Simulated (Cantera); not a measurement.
## Thermodynamics of silicon nitride deposition, feed SiH4 + N2

A closed system holds: 1 mol SiH4, 0.67 mol N2, equilibrated at 1.00 bar.

Method: chemical equilibrium by Gibbs-energy minimisation in Cantera with the NASA 1993 tables (ideal gas, pure condensed phases). Candidate condensed phases: Si, Si3N4; 18 gas species. N2 is the only nitrogen source here; it is nearly inert below about 1500 K, so the nitride shown seldom forms there in practice. Mutual solubility and eutectic melting of coexisting phases are not modelled. The tables' values for SiN are old estimates; treat these amounts as uncertain. Gases not in the tables: Si2H6 and higher silanes. Equilibrium is a limit: real reactors are often held back by kinetics, nucleation or transport.

| T (K) | x H2 | x N2 | x H | x Si | n Si3N4(s) | n Si(l) |
|---|---|---|---|---|---|---|
| 773 | 0.998 | 0.00159 | <1e-12 | <1e-12 | 0.333 | 0 |
| 923 | 0.998 | 0.00164 | 2.44e-10 | <1e-12 | 0.333 | 0 |
| 1073 | 0.998 | 0.00166 | 1.40e-8 | <1e-12 | 0.333 | 0 |
| 1223 | 0.998 | 0.00166 | 3.00e-7 | <1e-12 | 0.333 | 0 |
| 1373 | 0.998 | 0.00166 | 3.33e-6 | 5.84e-12 | 0.333 | 0 |
| 1523 | 0.998 | 0.00166 | 2.31e-5 | 2.26e-9 | 0.333 | 0 |
| 1673 | 0.998 | 0.00167 | 0.000114 | 2.96e-7 | 0.333 | 0 |
| 1823 | 0.987 | 0.0128 | 0.000430 | 4.42e-6 | 0.322 | 0.0337 |
| 1973 | 0.884 | 0.115 | 0.00127 | 3.16e-5 | 0.205 | 0.384 |
| 2123 | 0.746 | 0.250 | 0.00310 | 0.000170 | 0 | 0.999 |
x: gas mole fraction; n: condensed amount in mol.

From 773 K to 1673 K the condensed part is Si3N4(s). From 1823 K to 1973 K the condensed part is Si(l) + Si3N4(s). At 2123 K the condensed part is Si(l).
